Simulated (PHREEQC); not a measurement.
Dissolve 1.2 mmol/kgw H2SO4, 20 mmol/kgw NaCl and 0.407 mmol/kgw CuCl2 at 25 °C. It is in equilibrium with CO2 at log p = -3.4 (atm). Otherwise closed; pH follows from the charge balance.

Computed with PHREEQC (ion-association model, phreeqc.dat).

Task: The ionic strength comes out as 0.0243 mol/kgw. What activity coefficients do Cl-, CuCl+, Cu+2, NaSO4-, H+ get?

Result: Cl- 0.86, CuCl+ 0.86, Cu+2 0.57, NaSO4- 0.87, H+ 0.88.

No solid was allowed to form. Complexes and solids missing from the database can't appear.
